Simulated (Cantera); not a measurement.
A perfectly stirred reactor is fed with CH4 : N2 = 1 : 8.6 (molar parts), at 0.0267 bar; it is held at 1725 K, and followed from long to short residence time.

Model: GRI-Mech 3.0 (53 species, 325 reactions), integrated in Cantera. GRI-Mech 3.0 stops at C3 and has no aromatics, soot or wall deposition, so with more carbon than oxygen in the feed, carbon stays in small species such as C2H2 where larger ones or solid carbon would form. Radical loss at walls, strong at low pressure, is not modelled.

Task: Predict: x(CH4) at τ = 10.0 s; x(CH3) at τ = 10.0 s; x(CH2) at τ = 10.0 s; x(C2H) at τ = 10.0 s; x(C2H6) at τ = 10.0 s; x(CH4) at τ = 0.210 s; x(CH3) at τ = 0.210 s; x(CH2) at τ = 0.210 s; x(C2H) at τ = 0.210 s; x(C2H6) at τ = 0.210 s.

Result: 
- x(CH4) at τ = 10.0 s: 0.00427
- x(CH3) at τ = 10.0 s: 0.000190
- x(CH2) at τ = 10.0 s: 4.21e-7
- x(C2H) at τ = 10.0 s: 6.25e-7
- x(C2H6) at τ = 10.0 s: 3.72e-7
- x(CH4) at τ = 0.210 s: 0.0403
- x(CH3) at τ = 0.210 s: 0.00105
- x(CH2) at τ = 0.210 s: 1.17e-6
- x(C2H) at τ = 0.210 s: 2.36e-7
- x(C2H6) at τ = 0.210 s: 1.39e-5
